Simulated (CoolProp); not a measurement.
A closed Brayton cycle with nitrogen: compressor inlet 316.15 K and 6.9 MPa, high pressure 23.2 MPa, turbine inlet 845 K, compressor efficiency 0.85, turbine efficiency 0.85, recuperator effectiveness 0.8 (on enthalpy, no pinch check). Each further row changes one setting.

Model: reference Helmholtz-energy equation of state, Span 2000, in CoolProp.

| case | thermal efficiency (%) | net work (kJ/kg) | compressor to turbine work | compressor exit (K) | turbine exit (K) |
|---|---|---|---|---|---|
| as stated | 23.4 | 64.0 | 0.73 | 472.3 | 645.8 |
| turbine inlet 795 K | 20.0 | 50.2 | 0.77 | 472.3 | 605.8 |
| compressor inlet 326.15 K | 21.6 | 58.4 | 0.75 | 487.1 | 645.8 |
| high pressure 19.7 MPa | 24.6 | 63.4 | 0.69 | 448.0 | 669.4 |
| recuperator effectiveness 0.5 | 19.3 | 64.0 | 0.73 | 472.3 | 645.8 |
